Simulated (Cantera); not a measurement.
Input (Python, Cantera):

```python
import numpy as np
import cantera as ct

gas = ct.Solution("gri30.yaml")


def delay(T, t_max=10):
    gas.TPX = T, 1000000, {'CO': 1, 'H2': 1.3, 'O2': 1.95, 'N2': 13.4}
    reactor = ct.IdealGasReactor(gas, clone=False)
    net = ct.ReactorNet([reactor])
    net.rtol, net.atol = 1e-8, 1e-16
    while net.time < t_max:
        t_old, T_old = net.time, reactor.T
        net.step()
        if reactor.T > T + 400:  # ignition: a rise of 400 K
            return t_old + (T + 400 - T_old) / (reactor.T - T_old) * (net.time - t_old)
    return np.nan


taus = []
for T in [1200, 1300, 1400, 1500, 1600, 1700, 1800, 1900]:
    taus.append(delay(T))
    print(f"T0 = {T:6g} K   tau = {taus[-1]:.4e} s")
```

Result:

```
T0 =   1200 K   tau = 5.2247e-05 s
T0 =   1300 K   tau = 9.3938e-06 s
T0 =   1400 K   tau = 4.7688e-06 s
T0 =   1500 K   tau = 3.2056e-06 s
T0 =   1600 K   tau = 2.4805e-06 s
T0 =   1700 K   tau = 2.1099e-06 s
T0 =   1800 K   tau = 1.9253e-06 s
T0 =   1900 K   tau = 1.8536e-06 s
```

Detailed kinetics in Cantera: GRI-Mech 3.0 (53 species, 325 reactions). The hydrogen kinetics of GRI-Mech 3.0 are dated; newer H2 mechanisms differ, most at raised pressure. Where the delays flatten at high temperature, the 400 K rule measures the pace of heat release, not the induction time.
